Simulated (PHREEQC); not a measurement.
Solution (20 °C): 0.24 mol/kgw NiSO4, 0.00014 mol/kgw ZnCl2, 0.00027 mol/kgw NaF and 0.023 mol/kgw Na2SO4. Closed to the air; pH follows from the charge balance.

The numbers come from PHREEQC with the ion-association model, wateq4f.dat.

Each row changes one thing in this solution. Precipitation was switched off in this run.

```csv
case,pH,ionic strength (mol/kgw),NiSO4 (mol/kgw),SO4-2 (mol/kgw),Ni+2 (mol/kgw),Na+ (mol/kgw),SI of Morenosite (NiSO4:7H2O),SI of Mirabilite (Na2SO4:10H2O)
as made,6.04,0.483,0.133,0.123,0.106,0.0410,-0.72,-3.34
diluted 100-fold with water,6.45,0.00873,0.000390,0.00224,0.00201,0.000459,-3.28,-8.22
temperature from 20 to 40 °C,5.82,0.469,0.137,0.119,0.103,0.0407,-0.93,-4.28
NiSO4 from 0.24 to 0.48 mol/kgw,5.96,0.758,0.302,0.190,0.176,0.0395,-0.36,-3.28
NaF from 0.00027 to 0.0027 mol/kgw,6.09,0.485,0.133,0.123,0.106,0.0431,-0.72,-3.29
```

The ionic strength passes 0.7 mol/kgw, the rough limit of the ion-association models, in NiSO4 from 0.24 to 0.48 mol/kgw. Species that the database lacks are ignored. Some of these states are supersaturated (in Ni(OH)2, for instance). In wateq4f.dat the enthalpy of Ni(OH)2 has the wrong sign, so its saturation index can't be trusted away from 25 °C. At this temperature some constants are extrapolated from 25 °C, and those without enthalpy data are left unchanged.
